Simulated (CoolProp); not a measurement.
A single-stage vapour-compression cycle with R13: evaporating at 201.15 K (dew point), condensing at 231.15 K (bubble point), superheat 2 K, subcooling 0 K, compressor efficiency 0.9, no pressure losses. Each further row changes one setting.

Model: reference Helmholtz-energy equation of state, Platzer 1990, in CoolProp. This equation is an older, rougher fit; its heat capacities, sound speeds and derivatives of the liquid may be far off and weren't checked against measurements.

```
case                              cooling COP  pressure ratio  discharge temperature (K)  refrigerating effect (kJ/kg)  volumetric capacity (kJ/m³)
--------------------------------  -----------  --------------  -------------------------  ----------------------------  ---------------------------
as stated                                5.18            3.44                      251.0                           117                         1260
evaporating temperature 206.15 K         6.51            2.73                      247.4                           119                         1590
condensing temperature 226.15 K          6.39            2.87                      243.6                           122                         1310
subcooling 5 K                           5.39            3.44                      251.0                           122                         1310
superheat 12 K                           5.12            3.44                      261.6                           123                         1240
compressor efficiency 0.8                4.60            3.44                      255.4                           117                         1260
```
